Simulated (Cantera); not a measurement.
Input (Python, Cantera):

```python
import numpy as np
import cantera as ct

surf = ct.Interface("diamond.yaml", "diamond_100")
gas, bulk = surf.adjacent["gas"], surf.adjacent["diamond"]
k = surf.kinetics_species_index(bulk.species_names[0])
cover = ["c6HH", "c6H*", "c6*H", "c6**", "c6HM", "c6B"]

rows, drift = [], 0.0
print(f"{'T':>10s}{'um/h':>11s}" + "".join(f"{s:>11s}" for s in cover))
for v in [900, 975, 1050, 1125, 1200, 1275, 1350]:
    T, P, xH, xCH3 = v, 3700, 0.00045, 0.00075
    gas.TPX = T, P, {"H": xH, "CH3": xCH3, "CH4": 0.0036, "H2": 1 - xH - xCH3 - 0.0036}
    surf.TP = bulk.TP = T, P
    surf.coverages = "c6H*:0.1, c6HH:0.9"
    surf.advance_coverages(100.0)
    before = surf.coverages
    surf.advance_coverages(100.0)
    drift = max(drift, np.max(np.abs(surf.coverages - before) / (surf.coverages + 1e-9)))
    rate = surf.net_production_rates[k] * bulk.mean_molecular_weight / bulk.density * 3.6e9
    rows.append([rate, *surf[cover].coverages])
    print(f"{v:10.4g}{rate:11.4e}" + "".join(f"{x:11.3e}" for x in rows[-1][1:]))
```

Result:

```
         T       um/h       c6HH       c6H*       c6*H       c6**       c6HM        c6B
       900 2.9730e+00  2.811e-01  4.092e-03  1.146e-01  1.161e-03  4.819e-01  8.067e-09
       975 4.5611e+00  3.352e-01  8.287e-03  1.824e-01  2.698e-03  3.527e-01  1.238e-08
      1050 4.1477e+00  4.361e-01  1.686e-02  3.018e-01  6.044e-03  1.641e-01  1.126e-08
      1125 2.1773e+00  4.898e-01  2.702e-02  4.045e-01  1.021e-02  3.977e-02  5.908e-09
      1200 1.3818e+00  4.848e-01  3.482e-02  4.458e-01  1.334e-02  7.578e-03  3.749e-09
      1275 1.1911e+00  4.754e-01  4.102e-02  4.573e-01  1.563e-02  1.472e-03  3.232e-09
      1350 7.3981e-01  4.767e-01  4.614e-02  4.550e-01  1.741e-02  3.030e-04  2.008e-09
```

Detailed kinetics in Cantera: the Harris–Goodwin 1993 mechanism for the reconstructed diamond (100) surface.
